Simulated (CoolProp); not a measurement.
Aqueous lithium chloride as a coolant, at 3 °C, 1 atm.

Model: Melinder's fits for secondary coolants, in CoolProp.

| mass % | freezing point (°C) | density (kg/m³) | conductivity (W/(m K)) | Prandtl number | cp (kJ/(kg K)) |
|---|---|---|---|---|---|
| 1.3 | ___ | 1008 | 0.564 | 12.3 | 4.129 |
| 4.2 | -4.1 | 1025 | 0.558 | 12.9 | 3.959 |
| 7.1 | -7.8 | 1042 | 0.553 | ___ | 3.796 |
| 10 | -12.2 | 1059 | 0.548 | 14.6 | 3.638 |
| 12.9 | -18.1 | 1076 | 0.542 | 15.7 | 3.485 |
| 15.8 | -26.5 | ___ | 0.537 | 17.0 | ___ |
| 18.7 | ___ | 1112 | 0.531 | 18.6 | 3.208 |

**Question.** What belongs in the gaps?

**Answer.** 
- 1.3, freezing point (°C): -0.9
- 7.1, Prandtl number: 13.7
- 15.8, density (kg/m³): 1094
- 15.8, cp (kJ/(kg K)): 3.340
- 18.7, freezing point (°C): -37.9
